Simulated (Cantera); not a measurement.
# NO annealing gas

An isothermal, constant-pressure homogeneous reactor starts with NO : N2 = 1 : 0.62 (molar parts), at 1498 K and 1.01 bar.

Cantera simulation using GRI-Mech 3.0 (53 species, 325 reactions); the numbers are that mechanism's predictions, not measurements.

```csv
t (s),x NO,x N2O,x N2,x O2,x NO2,x O
4.00e-6,0.617,1.38e-8,0.383,<1e-12,3.32e-9,1.05e-8
2.01e-5,0.617,6.93e-8,0.383,1.24e-11,4.67e-8,2.27e-8
0.000101,0.617,3.47e-7,0.383,9.71e-11,3.24e-7,2.42e-8
0.000504,0.617,1.73e-6,0.383,8.27e-10,1.73e-6,2.52e-8
0.00253,0.617,8.44e-6,0.383,1.35e-8,8.97e-6,3.03e-8
0.0127,0.617,3.71e-5,0.383,5.03e-7,4.95e-5,5.70e-8
0.0635,0.617,0.000105,0.383,3.73e-5,0.000259,1.73e-7
0.318,0.615,0.000127,0.384,0.000810,0.000448,2.68e-7
1.60,0.606,0.000124,0.388,0.00505,0.000634,3.74e-7
8.00,0.566,0.000107,0.408,0.0248,0.00110,6.71e-7
```
x: mole fraction; the columns are a selection and need not sum to one.

Equilibrium at this temperature and pressure: NO 0.00138, N2O 7.98e-8, N2 0.691, O2 0.308, NO2 9.04e-6, O 2.19e-6 (gas phase only).
